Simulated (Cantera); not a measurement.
A perfectly stirred reactor is fed with C₂H₆ : H₂ : H₂O = 1 : 2.6 : 0.048 (molar parts), at 4.20 Torr; it is held at 1298 K, and followed from long to short residence time.

Detailed kinetics in Cantera: GRI-Mech 3.0 (53 species, 325 reactions). GRI-Mech 3.0 stops at C3 and has no aromatics, soot or wall deposition, so with more carbon than oxygen in the feed, carbon stays in small species such as C2H2 where larger ones or solid carbon would form. Radical loss at walls, strong at low pressure, is not modelled.

Q: Predict: x(C₂H₆) at τ = 7.40 s; x(H₂) at τ = 7.40 s; x(H) at τ = 7.40 s; x(C₂H₄) at τ = 7.40 s; x(CH₂) at τ = 7.40 s; x(C₂H₆) at τ = 50.0 ms; x(H₂) at τ = 50.0 ms; x(H) at τ = 50.0 ms; x(C₂H₄) at τ = 50.0 ms; x(CH₂) at τ = 50.0 ms.

A: 
| Item | Value |
|---|---|
| x(C₂H₆) at τ = 7.40 s | 0.00141 |
| x(H₂) at τ = 7.40 s | 0.748 |
| x(H) at τ = 7.40 s | 7.91e-5 |
| x(C₂H₄) at τ = 7.40 s | 0.0196 |
| x(CH₂) at τ = 7.40 s | 1.07e-8 |
| x(C₂H₆) at τ = 50.0 ms | 0.0843 |
| x(H₂) at τ = 50.0 ms | 0.693 |
| x(H) at τ = 50.0 ms | 0.000148 |
| x(C₂H₄) at τ = 50.0 ms | 0.0941 |
| x(CH₂) at τ = 50.0 ms | 1.42e-7 |
